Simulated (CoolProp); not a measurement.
Vapour-liquid equilibrium of n-pentane (1) + acetone (2) at 10.75 °C; x and y are mole fractions of (1).

Values from CoolProp's multi-fluid Helmholtz-energy mixture model, Thol 2019 and Lemmon 2006; pair parameters Bell 2016.

```
x     bubble pressure, mixture model (bar)  bubble pressure, Raoult's law (bar)  y, mixture model  y, Raoult's law
----  ------------------------------------  -----------------------------------  ----------------  ---------------
0.05                                0.2500                               0.1718             0.384            0.114
0.2                                 0.3843                               0.2063             0.636            0.379
0.35                                0.4245                               0.2408             0.690            0.567
0.5                                 0.4357                               0.2754             0.708            0.709
0.65                                0.4406                               0.3099             0.725            0.819
0.8                                 0.4413                               0.3444             0.766            0.907
0.95                                0.4158                               0.3789             0.898            0.979
```

The largest gap from Raoult's law is +86.3 % in bubble pressure, at x = 0.2. y crosses x between x = 0.65 and 0.8: the model has an azeotrope there.

Pair parameters are fitted to limited data, so mixtures are less certain than the pure fluids. With so large a gap from Raoult's law the liquid may split in two, which this calculation doesn't test in full.
